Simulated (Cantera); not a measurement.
Charge: 1 mol SF₆, 0.25 mol H₂O, 2.9 mol H₂, at 2623.15 K and 1.00 bar.

Equilibrium computed with Cantera from the NASA thermochemical tables; the gas is ideal and each condensed phase is pure. Candidate condensed phases: H₂O, H₂SO₄, S; 43 gas species. The numbers say what is thermodynamically allowed, not how fast it happens.

Base state: HF 0.880, S₂ 0.0492, SO 0.0199, S 0.0159, H₂ 0.0129, SO₂ 0.00596, SH 0.00515, H 0.00479 (mole fractions); condensed: gas only.

Problem. What changes in the equilibrium state with this change: H₂ from 2.9 to 6.8 mol?

Solution. 
```
species    before     after
-------  --------  --------
HF          0.880     0.560
H₂         0.0129     0.328
S₂         0.0492    0.0257
SO         0.0199   0.00278
H         0.00479    0.0241
H₂O       0.00404    0.0198
SH        0.00515    0.0188
S          0.0159    0.0115
SO₂       0.00596  0.000161
O₂        1.08e-5   4.03e-7
H₂S      0.000465   0.00854
SF       0.000169   1.55e-5
```

Problem. What changes in the equilibrium state with this change: H₂ from 2.9 to 0.22 mol?

Solution. 
| species | before | after |
|---|---|---|
| F | 0.000925 | 0.651 |
| HF | 0.880 | 0.171 |
| SF₂ | 9.11e-7 | 0.103 |
| H₂ | 0.0129 | <1e-9 |
| SF | 0.000169 | 0.0272 |
| S₂ | 0.0492 | 0.00257 |
| S | 0.0159 | 0.00364 |
| SO₂ | 0.00596 | 0.0120 |
| SO | 0.0199 | 0.0135 |
| SF₃ | <1e-9 | 0.00592 |
| H₂O | 0.00404 | <1e-9 |
The tables' values for SOF₂, SF₃, S₂F₂ (SSF₂), FS₂F (FSSF) are old estimates; treat these amounts as uncertain.
